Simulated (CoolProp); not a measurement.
Properties of propylene along the isotherm 122.05 °C.

Computed with CoolProp (reference Helmholtz-energy equation of state, Lemmon 2013).

```
p (MPa)          phase  cp (kJ/(kg K))  speed of sound (m/s)  Joule-Thomson coefficient (K/MPa)  viscosity (µPa s)  conductivity (mW/(m K))
-------  -------------  --------------  --------------------  ---------------------------------  -----------------  -----------------------
0.683              gas           1.946                 285.9                              7.919               11.5                     29.1
1.37               gas           2.012                 276.0                              8.245               11.8                     30.3
2.05               gas           2.097                 265.8                              8.596               12.2                     31.6
2.73               gas           2.210                 255.0                              8.976               12.7                     33.1
3.42               gas           2.369                 243.6                              9.387               13.4                     35.1
4.1                gas           2.599                 231.8                              9.795               14.4                     37.7
4.78     supercritical           2.959                 219.5                              10.15               15.7                     41.2
5.47     supercritical           3.576                 207.4                              10.28               17.6                     46.2
6.15     supercritical           4.611                 198.4                              9.794               20.5                     53.3
6.83     supercritical           5.761                 199.4                              8.198               25.0                     61.5
```

Viscosity comes from a separate model (Huber 2003), an estimate that may be off by 10 % or more. Thermal conductivity comes from a separate model (Huber 2003), an estimate that may be off by 10 % or more.
